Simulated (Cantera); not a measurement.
Hydrogen reduction and annealing atmospheres: ZrO2 + H2 + H2O

Input: 1 mol ZrO2, 740 mol H2, 0.42 mol H2O, at 22000 Pa.

Cantera equilibrium calculation (NASA polynomials, part measured and part estimated; ideal gas, pure solids and liquids). Candidate condensed phases: H2O, Zr, ZrO2; 12 gas species. Kinetics and transport are ignored.

| T (K) | log p H2 | log p H | log p H2O | log p OH | n ZrO2(monoclinic) | n ZrO2(tetragonal) |
|---|---|---|---|---|---|---|
| 1375 | -0.66 | -5.79 | -3.90 | -10.78 | 1.00 | 0 |
| 1425 | -0.66 | -5.50 | -3.90 | -10.40 | 1.00 | 0 |
| 1475 | -0.66 | -5.22 | -3.90 | -10.04 | 1.00 | 0 |
| 1525 | -0.66 | -4.95 | -3.90 | -9.71 | 0 | 1.00 |
| 1575 | -0.66 | -4.71 | -3.90 | -9.40 | 0 | 1.00 |
| 1625 | -0.66 | -4.48 | -3.90 | -9.10 | 0 | 1.00 |
| 1675 | -0.66 | -4.26 | -3.90 | -8.83 | 0 | 1.00 |
| 1725 | -0.66 | -4.06 | -3.90 | -8.56 | 0 | 1.00 |
| 1775 | -0.66 | -3.87 | -3.90 | -8.32 | 0 | 1.00 |
| 1825 | -0.66 | -3.69 | -3.90 | -8.09 | 0 | 1.00 |
| 1875 | -0.66 | -3.51 | -3.90 | -7.87 | 0 | 1.00 |
| 1925 | -0.66 | -3.35 | -3.90 | -7.66 | 0 | 1.00 |
log p: log10 of the partial pressure in bar; n: condensed amount in mol.

From 1375 K to 1475 K the condensed part is ZrO2(monoclinic). From 1525 K to 1925 K the condensed part is ZrO2(tetragonal).
